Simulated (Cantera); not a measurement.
Ammonia decomposition in nitride growth gas

An isothermal, constant-pressure homogeneous reactor starts with NH₃ : N₂ = 1 : 0.59 (molar parts), at 1700 K and 52000 Pa.

Detailed kinetics in Cantera: the gas-phase N/H chemistry of the illustrative SiF4/NH3 mechanism in the Surface Chemkin manual (1991). Walls and surfaces, which speed up NH3 decomposition in real reactors, are not modelled.

```
t (s)      x NH₃    x N₂H₂     x H₂       x H    x N₂H₄     x NH₂
--------  ------  --------  -------  --------  --------  --------
3.00e-5    0.629  2.03e-10  2.17e-6   1.92e-8  7.30e-11   4.36e-6
0.000160   0.629   1.02e-8  1.18e-5   1.97e-8   2.30e-9   2.33e-5
0.000857   0.629   3.08e-7  8.39e-5   3.72e-8   5.56e-8  0.000114
0.00458    0.628   9.25e-7  0.00102   1.77e-7   1.57e-7  0.000191
0.0245     0.622   9.12e-7  0.00649   8.23e-7   1.51e-7  0.000187
0.131      0.591   8.38e-7   0.0345   4.05e-6   1.31e-7  0.000174
0.700      0.462   5.61e-7    0.153   1.86e-5   8.69e-8  0.000142
3.74       0.179   1.34e-7    0.414   6.51e-5   2.19e-8   7.11e-5
20.0      0.0209   4.56e-9    0.560  0.000132  6.79e-10   1.25e-5
```
x: mole fraction; the columns are a selection and need not sum to one.

Equilibrium at this temperature and pressure: NH₃ 5.35e-6, N₂H₂ <1e-12, H₂ 0.579, H 0.000157, N₂H₄ <1e-12, NH₂ 3.67e-9 (gas phase only).
